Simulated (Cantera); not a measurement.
A closed system holds: 1 mol SiCl₄, 2.1 mol HCl, 18 mol H₂, equilibrated at 1248.15 K.

Equilibrium computed with Cantera from the NASA thermochemical tables; the gas is ideal and each condensed phase is pure. Candidate condensed phases: Si; 19 gas species. The tables' values for SiCl₃ are old estimates; treat these amounts as uncertain. Equilibrium is a limit: real reactors are often held back by kinetics, nucleation or transport.

x: gas mole fraction; nothing condenses.

```json
[
 {"P (Pa)": "100", "x H₂": "0.779", "x HCl": "0.175", "x SiCl₂": "0.0375", "x SiCl₄": "0.00335", "x SiHCl₃": "?"},
 {"P (Pa)": "270", "x H₂": "0.787", "x HCl": "0.167", "x SiCl₂": "0.0321", "x SiCl₄": "0.00695", "x SiHCl₃": "?"},
 {"P (Pa)": "720", "x H₂": "0.798", "x HCl": "0.155", "x SiCl₂": "0.0249", "x SiCl₄": "0.0123", "x SiHCl₃": "?"},
 {"P (Pa)": "1900", "x H₂": "0.811", "x HCl": "0.143", "x SiCl₂": "0.0173", "x SiCl₄": "0.0186", "x SiHCl₃": "?"},
 {"P (Pa)": "5200", "x H₂": "0.823", "x HCl": "0.130", "x SiCl₂": "0.0102", "x SiCl₄": "0.0249", "x SiHCl₃": "?"},
 {"P (Pa)": "14000", "x H₂": "0.831", "x HCl": "0.122", "x SiCl₂": "0.00527", "x SiCl₄": "0.0297", "x SiHCl₃": "?"},
 {"P (Pa)": "37000", "x H₂": "0.837", "x HCl": "0.116", "x SiCl₂": "0.00243", "x SiCl₄": "0.0328", "x SiHCl₃": "?"},
 {"P (Pa)": "100000", "x H₂": "0.839", "x HCl": "0.113", "x SiCl₂": "0.00100", "x SiCl₄": "0.0347", "x SiHCl₃": "?"}
]
```

Task: Complete the blanks.

Result: 
- 100, x SiHCl₃: 0.000524
- 270, x SiHCl₃: 0.00115
- 720, x SiHCl₃: 0.00223
- 1900, x SiHCl₃: 0.00374
- 5200, x SiHCl₃: 0.00554
- 14000, x SiHCl₃: 0.00716
- 37000, x SiHCl₃: 0.00833
- 100000, x SiHCl₃: 0.00907
